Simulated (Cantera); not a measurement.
Cantera run:

```python
import numpy as np
import cantera as ct

gas_names = """
    C CN C2 CCN CNC C2N2 C3 C4 C4N2 C5 N N2 Ti
""".split()
cond_names = """
    C(gr) Ti(a) Ti(b) Ti(L) TiC(s) TiC(L) TiN(s) TiN(L)
""".split()


def load(file, names, dense=False):
    # The tables refer to 1 bar. Condensed volumes are neglected.
    table = {s.name: s for s in ct.Species.list_from_file(file)}
    out = []
    for n in names:
        d = dict(table[n].input_data)
        d["thermo"] = dict(d["thermo"], **{"reference-pressure": 1e5})
        if dense:
            d["equation-of-state"] = {"model": "constant-volume", "density": "1e6 g/cm^3"}
        out.append(ct.Species.from_dict(d))
    return out


gas = ct.Solution(thermo="ideal-gas", species=load("nasa_gas.yaml", gas_names))
cond = {s.name: ct.Solution(thermo="fixed-stoichiometry", species=[s], name=s.name)
        for s in load("nasa_condensed.yaml", cond_names, dense=True)}
atoms = {
    'TiC': {'Ti': 1, 'C': 1},
    'N2': {'N': 2},
    'C': {'C': 1},
}
top_T = {'C(gr)': 4500}  # K; cautious upper limits of use, not melting points


def equilibrate(T, P, feed):
    n = {}
    for name, mol in feed.items():
        for a, k in atoms[name].items():
            n[a] = n.get(a, 0.0) + k * mol
    gas.TPX = T, P, n
    mass = sum(n.values()) * gas.mean_molecular_weight
    gas.equilibrate("TP")
    valid = [c for c in cond.values() if c.min_temp <= T <= top_T.get(c.name, c.max_temp)]
    mix = ct.Mixture([(gas, mass / gas.mean_molecular_weight)] + [(c, 0.0) for c in valid])
    mix.T, mix.P = T, P
    mix.equilibrate("TP", solver="vcs", rtol=1e-11, max_steps=5000)
    return mix


results = []
feed = {'TiC': 1, 'N2': 0.023, 'C': 0.0048}  # mol
P = 35  # Pa
for T in [1500, 1700, 1900, 2100, 2300, 2500, 2700, 2900]:
    mix = equilibrate(T, P, feed)
    results.append((T, P, feed, dict(zip(mix.species_names, mix.species_moles))))
    x = sorted(zip(gas.X, gas.species_names), reverse=True)
    print(f"T = {T:g} K  P = {P:g} Pa  gas = {mix.phase_moles(0):.4g} mol")
    print("   x: " + "  ".join(f"{s} {v:.3e}" for v, s in x if v > 0.0001))
    print("   condensed (mol): " + ("  ".join(f"{mix.phase(i).name} {mix.phase_moles(i):.4g}"
          for i in range(1, mix.n_phases) if mix.phase_moles(i) > 1e-12) or "none"))
```

It prints:

```
T = 1500 K  P = 35 Pa  gas = 0.023 mol
   x: N2 1.000e+00
   condensed (mol): C(gr) 0.0048  TiC(s) 1
T = 1700 K  P = 35 Pa  gas = 0.023 mol
   x: N2 1.000e+00
   condensed (mol): C(gr) 0.0048  TiC(s) 1
T = 1900 K  P = 35 Pa  gas = 0.023 mol
   x: N2 1.000e+00
   condensed (mol): C(gr) 0.0048  TiC(s) 1
T = 2100 K  P = 35 Pa  gas = 0.023 mol
   x: N2 9.999e-01  CN 1.045e-04
   condensed (mol): C(gr) 0.004798  TiC(s) 1
T = 2300 K  P = 35 Pa  gas = 0.02302 mol
   x: N2 9.987e-01  CN 9.030e-04  Ti 3.359e-04
   condensed (mol): C(gr) 0.004782  TiC(s) 1
T = 2500 K  P = 35 Pa  gas = 0.02322 mol
   x: N2 9.875e-01  CN 5.475e-03  Ti 4.880e-03  C3 1.420e-03  C 4.755e-04  C2 1.309e-04
   condensed (mol): C(gr) 0.004666  TiC(s) 0.9999
T = 2700 K  P = 35 Pa  gas = 0.02537 mol
   x: N2 8.943e-01  Ti 4.731e-02  C3 2.514e-02  CN 2.422e-02  C 6.054e-03  C2 2.407e-03  C2N2 2.108e-04  C5 1.677e-04
   condensed (mol): C(gr) 0.00316  TiC(s) 0.9988
T = 2900 K  P = 35 Pa  gas = 0.06538 mol
   x: Ti 4.383e-01  N2 3.305e-01  C3 1.295e-01  CN 4.198e-02  C 4.109e-02  C2 1.697e-02  C5 9.991e-04  C4 2.474e-04  N 2.197e-04  C2N2 1.170e-04
   condensed (mol): TiC(s) 0.9713
```

Cantera equilibrium calculation (NASA polynomials, part measured and part estimated; ideal gas, pure solids and liquids). TiC: taken at fixed stoichiometry.
